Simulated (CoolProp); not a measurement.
Vapour-liquid equilibrium of n-octane (1) + n-dodecane (2) at 0.0394 bar; x and y are mole fractions of (1).

Values from CoolProp's multi-fluid Helmholtz-energy mixture model, Beckmüller 2019 and Lemmon 2004; pair parameters Bell 2016.

```
x      bubble temperature, mixture model (°C)  bubble temperature, Raoult's law (°C)  y, mixture model  y, Raoult's law
-----  --------------------------------------  -------------------------------------  ----------------  ---------------
0.05                                     99.6                                   98.0             0.519            0.556
0.125                                    84.5                                   82.5             0.792            0.813
0.2                                      74.6                                   72.8             0.889            0.900
0.275                                    67.4                                   65.9             0.934            0.940
0.35                                     61.9                                   60.7             0.958            0.961
0.425                                    57.4                                   56.5             0.972            0.973
0.5                                      53.7                                   53.1             0.981            0.982
0.575                                    50.6                                   50.1             0.987            0.987
0.65                                     47.9                                   47.6             0.991            0.991
0.725                                    45.6                                   45.4             0.994            0.994
0.8                                      43.5                                   43.4             0.996            0.996
0.875                                    41.6                                   41.6             0.998            0.998
0.95                                     40.0                                   40.0             0.999            0.999
```

The largest gap from Raoult's law is +2.0 K in bubble temperature, at x = 0.125. No azeotrope shows between x = 0.05 and 0.95.

Pair parameters are fitted to limited data, so mixtures are less certain than the pure fluids.
